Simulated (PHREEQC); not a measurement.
Synthetic water in mg/kgw, 25 °C, pH 6.36, pe 11:

```tsv
constituent	mg/kgw
Na	0.0236
K	0.0131
Ca	0.0042
Mg	0.00827
Cl	0.0605
S(6) as SO4	0.00677
Alkalinity as HCO3	0.0261
Sr	0.00479
Li	0.000139
```

Valence states are taken as typed.

Equilibrium calculation in PHREEQC: ion-association model, phreeqc.dat.

- ionic strength: 3.34e-6 mol/kgw
- charge-balance error: 1.9 %

```json
[
 {"species": "Cl-", "molality": "1.71e-6", "activity": "1.70e-6", "log γ": "-0.001"},
 {"species": "Na+", "molality": "1.03e-6", "activity": "1.02e-6", "log γ": "-0.001"},
 {"species": "HCO3-", "molality": "8.42e-7", "activity": "8.40e-7", "log γ": "-0.001"},
 {"species": "CO2", "molality": "8.24e-7", "activity": "8.24e-7", "log γ": "0.000"},
 {"species": "H+", "molality": "4.37e-7", "activity": "4.37e-7", "log γ": "-0.001"},
 {"species": "Mg+2", "molality": "3.40e-7", "activity": "3.37e-7", "log γ": "-0.004"},
 {"species": "K+", "molality": "3.35e-7", "activity": "3.34e-7", "log γ": "-0.001"},
 {"species": "Ca+2", "molality": "1.05e-7", "activity": "1.04e-7", "log γ": "-0.004"}
]
```

Precipitation was switched off in this run.
